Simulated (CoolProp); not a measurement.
A Linde-Hampson liquefier for ethylene: isothermal reversible compression at 320 K from 1 atm to 25 MPa, throttling to 1 atm, return gas leaving the recuperator 0 K below the feed. Each further row changes one setting.

The numbers come from the reference Helmholtz-energy equation of state, Smukala 2000 in CoolProp.

```tsv
case	liquid yield per pass	compression work (kJ/kg of gas)
as stated	…	432
high pressure 50 MPa	…	491
warm-end temperature 350 K	…	498
warm-end gap 5 K	…	432
```

Problem. Some entries are withheld; supply them.

Solution. 
- as stated, liquid yield per pass: 0.426
- high pressure 50 MPa, liquid yield per pass: 0.420
- warm-end temperature 350 K, liquid yield per pass: 0.349
- warm-end gap 5 K, liquid yield per pass: 0.419
